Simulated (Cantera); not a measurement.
Charge: 1 mol c-C₄F₈, held at 1425 K.

Equilibrium computed with Cantera from the NASA thermochemical tables; the gas is ideal and each condensed phase is pure. Candidate condensed phases: C; 13 gas species. The feed counts by its element totals alone. Gases not in the tables: C₂F₆ and larger saturated fluorocarbons. The numbers say what is thermodynamically allowed, not how fast it happens.

x: gas mole fraction; n: condensed amount in mol.

```tsv
P (Pa)	x CF₄	x CF₂	x F	x CF₃	x CF	x C₂F₄	n C(graphite)
1	0.993	0.00414	0.00291	0.000213	2.36e-7	7.16e-9	2.00
6.80	0.998	0.00159	0.000692	0.000132	5.60e-8	7.20e-9	2.00
46	0.999	0.000612	0.000165	8.22e-5	1.34e-8	7.21e-9	2.00
320	1.000	[?]	[?]	[?]	[?]	7.21e-9	2.00
2200	1.000	[?]	[?]	[?]	[?]	7.21e-9	2.00
15000	1.000	3.39e-5	2.15e-6	1.93e-5	1.74e-10	7.21e-9	2.00
100000	1.000	1.31e-5	5.19e-7	1.20e-5	4.20e-11	7.21e-9	2.00
```

Problem. Fill in the missing entries.

Solution. 
- 320, x CF₂: 0.000232
- 320, x F: 3.85e-5
- 320, x CF₃: 5.06e-5
- 320, x CF: 3.12e-9
- 2200, x CF₂: 8.85e-5
- 2200, x F: 9.08e-6
- 2200, x CF₃: 3.13e-5
- 2200, x CF: 7.34e-10
